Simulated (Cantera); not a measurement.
An isothermal, constant-pressure homogeneous reactor starts with NH3 : N2 = 1 : 0.44 (molar parts), at 1900 K and 1.01 bar. Integrator tolerance rtol = 1e-08.

Cantera simulation using the gas-phase N/H chemistry of the illustrative SiF4/NH3 mechanism in the Surface Chemkin manual (1991); the numbers are that mechanism's predictions, not measurements. Walls and surfaces, which speed up NH3 decomposition in real reactors, are not modelled.

**Question.** What does this change do: temperature 1900 to 1375 K?

**Answer.** 
| quantity | before | after |
|---|---|---|
| x(NH3) at 80.0 s | 4.16e-5 (gas-phase equilibrium 7.21e-6) | 0.560 (gas-phase equilibrium 2.78e-5) |
| x(N2H2) at 80.0 s | <1e-12 (gas-phase equilibrium <1e-12) | 4.36e-8 (gas-phase equilibrium <1e-12) |
| x(N2H4) at 80.0 s | <1e-12 (gas-phase equilibrium <1e-12) | 5.65e-8 (gas-phase equilibrium <1e-12) |
| x(NH) at 80.0 s | 4.74e-9 (gas-phase equilibrium 8.23e-10) | 8.23e-9 (gas-phase equilibrium <1e-12) |
| x(N) at 80.0 s | 6.99e-10 (gas-phase equilibrium 1.21e-10) | 9.90e-11 (gas-phase equilibrium <1e-12) |
| x(H2) at 80.0 s | 0.614 (gas-phase equilibrium 0.614) | 0.119 (gas-phase equilibrium 0.615) |
